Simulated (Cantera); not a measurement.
Predominance diagram of Ca at 900 K against the partial pressures of O2 and H2O (log10, bar). Standard-state values (1 bar) from the NASA 1993 polynomials, evaluated with Cantera. Candidates: Ca(s), CaO(s), Ca(OH)2(s). Only these pure phases compete in this equilibrium. 

```
log p(H2O) \ log p(O2)
        columns: -22, -21, -20, -19, -18, -17, -16, -15, -14, -13, -12, -11, -10, -9, -8, -7, -6, -5, -4, -3, -2, -1, 0, 1
      1  A A A A A A A A A A A A A A A A A A A A A A A A
   -1.3  B B B B B B B B B B B B B B B B B B B B B B B B
   -3.7  B B B B B B B B B B B B B B B B B B B B B B B B
     -6  B B B B B B B B B B B B B B B B B B B B B B B B
   -8.3  B B B B B B B B B B B B B B B B B B B B B B B B
  -10.7  B B B B B B B B B B B B B B B B B B B B B B B B
    -13  B B B B B B B B B B B B B B B B B B B B B B B B
  -15.3  B B B B B B B B B B B B B B B B B B B B B B B B
  -17.7  B B B B B B B B B B B B B B B B B B B B B B B B
    -20  B B B B B B B B B B B B B B B B B B B B B B B B
```

A: Ca(OH)2(s); B: CaO(s).
